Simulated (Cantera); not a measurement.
Charge: 1 mol SiHCl₃, 6.3 mol N₂, 0.83 mol H₂, held at 0.650 bar.

Method: chemical equilibrium by Gibbs-energy minimisation in Cantera with the NASA 1993 tables (ideal gas, pure condensed phases). Candidate condensed phases: NH₄Cl, Si, Si₃N₄; 28 gas species. N₂ is the only nitrogen source here; it is nearly inert below about 1500 K, so the nitride shown seldom forms there in practice. Equilibrium is a limit: real reactors are often held back by kinetics, nucleation or transport.

What share of the Si ends up in condensed phases as a function of T (K), at 1075, 1150, 1225, 1300, 1375, 1450, 1525, 1600, 1675, 1750, 1825?


```csv
T (K),Si condensed (%),as
1075,61.5,Si₃N₄(s)
1150,62.6,Si₃N₄(s)
1225,63.5,Si₃N₄(s)
1300,64.0,Si₃N₄(s)
1375,64.2,Si₃N₄(s)
1450,63.4,Si₃N₄(s)
1525,60.9,Si₃N₄(s)
1600,55.7,Si₃N₄(s)
1675,46.8,Si₃N₄(s)
1750,34.8,Si₃N₄(s)
1825,21.8,Si₃N₄(s)
```
